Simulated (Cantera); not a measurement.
Feed: 1 mol SiH₂Cl₂, 6.8 mol NH₃, 0.0055 mol H₂O, equilibrated at 74.0 Pa.

These are equilibrium values from Cantera (NASA tables, ideal gas, pure condensed phases), not measurements of a reactor. Candidate condensed phases: H₂O, NH₄Cl, Si, SiO₂, Si₂N₂O, Si₃N₄; 47 gas species. Gases not in the tables: Si₂H₆ and higher silanes. Equilibrium is a limit: real reactors are often held back by kinetics, nucleation or transport.

What share of the Si ends up in condensed phases as a function of T (K), at 1525, 1575, 1625, 1675, 1725, 1775, 1825, 1875?


| T (K) | Si condensed (%) | as |
|---|---|---|
| 1525 | 64.7 | Si₃N₄(s) |
| 1575 | 56.9 | Si(s) |
| 1625 | 56.0 | Si(s) |
| 1675 | 54.8 | Si(s) |
| 1725 | 54.1 | Si(l) |
| 1775 | 52.4 | Si(l) |
| 1825 | 47.9 | Si(l) |
| 1875 | 38.1 | Si(l) |
